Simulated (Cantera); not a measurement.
Charge: 1 mol SiH2Cl2, 8.1 mol N2, equilibrated at 10.0 Torr.

Method: chemical equilibrium by Gibbs-energy minimisation in Cantera with the NASA 1993 tables (ideal gas, pure condensed phases). Candidate condensed phases: NH4Cl, Si, Si3N4; 28 gas species. The tables' values for SiCl3 are old estimates; treat these amounts as uncertain. Equilibrium is a limit: real reactors are often held back by kinetics, nucleation or transport. All values below are at 1227 °C.

Base state: N2 0.797, HCl 0.122, H2 0.0430, SiCl2 0.0299, SiCl3 0.00505, SiCl4 0.00270, SiHCl3 9.90e-5, Cl 7.21e-5 (mole fractions); condensed: Si3N4(s).

Q: What changes in the equilibrium state with this change: SiH2Cl2 replaced by SiHCl3?

A: 
```json
[
 {"species": "N2", "before": "0.797", "after": "0.817"},
 {"species": "HCl", "before": "0.122", "after": "0.0829"},
 {"species": "SiCl2", "before": "0.0299", "after": "0.0631"},
 {"species": "H2", "before": "0.0430", "after": "0.00933"},
 {"species": "SiCl4", "before": "0.00270", "after": "0.0122"},
 {"species": "SiCl3", "before": "0.00505", "after": "0.0156"},
 {"species": "H", "before": "3.16e-5", "after": "1.47e-5"},
 {"species": "Cl", "before": "7.21e-5", "after": "0.000105"},
 {"species": "SiHCl3", "before": "9.90e-5", "after": "0.000142"},
 {"species": "Si3N4(s), mol", "before": "0.212", "after": "0.0351"}
]
```
